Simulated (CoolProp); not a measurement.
Properties of CH2F2 (R32) along the isotherm 84.45 °C (Tc = 78.1 °C, pc = 5783 kPa, ω = 0.277).

Values from CoolProp's reference Helmholtz-energy equation of state, Tillner-Roth 1997.

| p (kPa) | phase | expansivity (1/kK) | conductivity (mW/(m K)) | Prandtl number |
|---|---|---|---|---|
| 45.7 | gas | 2.825 | 18.5 | 0.795 |
| 81.3 | gas | 2.848 | 18.6 | 0.796 |
| 145 | gas | 2.890 | 18.7 | 0.797 |
| 257 | gas | 2.965 | 18.8 | 0.800 |
| 457 | gas | 3.105 | 19.1 | 0.806 |
| 813 | gas | 3.378 | 19.6 | 0.817 |
| 1450 | gas | 3.954 | 20.6 | 0.843 |
| 2570 | gas | 5.380 | 22.7 | 0.913 |
| 4570 | gas | 11.61 | 29.7 | 1.21 |
| 8130 | supercritical | 18.57 | 87.6 | 2.29 |
| 14500 | supercritical | 6.188 | 103 | 1.53 |

Viscosity comes from a separate model (Bell 2016), an estimate that may be off by 10 % or more. Thermal conductivity comes from a separate model (Huber 2003), an estimate that may be off by 10 % or more.
